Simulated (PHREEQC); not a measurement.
**Arsenic or selenium liquor (model solution)**

Make-up at 20 °C: 0.0025 mol/kgw Na2HAsO4, 0.021 mol/kgw H2SO4 and 5e-05 mol/kgw ZnSO4. Closed to the air; pH follows from the charge balance.

All values are PHREEQC results (ion-association model, wateq4f.dat), not measurements.

```json
{
 "pH": "1.64",
 "ionic_strength": "0.0409 mol/kgw",
 "total_alkalinity": "-39.5 meq/kg"
}
```

| species | molality | activity | log γ |
|---|---|---|---|
| H+ | 0.0263 | 0.0227 | -0.064 |
| HSO4- | 0.0113 | 0.00939 | -0.079 |
| SO4-2 | 0.00966 | 0.00474 | -0.309 |
| Na+ | 0.00489 | 0.00409 | -0.078 |
| H3AsO4 | 0.00195 | 0.00197 | 0.004 |
| H2AsO4- | 0.000548 | 0.000457 | -0.079 |
| NaSO4- | 0.000112 | 9.40e-5 | -0.075 |

This is a speciation only: nothing precipitates in the calculation. The database has no arsenate complexes of Zn.
